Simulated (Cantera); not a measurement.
Input: 1 mol CH₃SiCl₃, 0.017 mol CH₄, 100 mol H₂, at 1.33 mbar.

Cantera equilibrium calculation (NASA polynomials, part measured and part estimated; ideal gas, pure solids and liquids). Candidate condensed phases: C, C₆H₆, C₇H₈, C₈H₁₈, Si, SiC; 109 gas species. The feed counts by its element totals alone. The tables' values for SiCl are old estimates; treat these amounts as uncertain. Equilibrium is a limit: real reactors are often held back by kinetics, nucleation or transport.

Task: At 2473 K, list the 7 most abundant gas species with their mole fractions, and the condensed phases.

Result: H₂ 0.525, H 0.442, HCl 0.0140, Cl 0.00834, Si 0.00654, C₂H₂ (acetylene) 0.00262, SiC₂ 0.000813. Condensed: gas only.
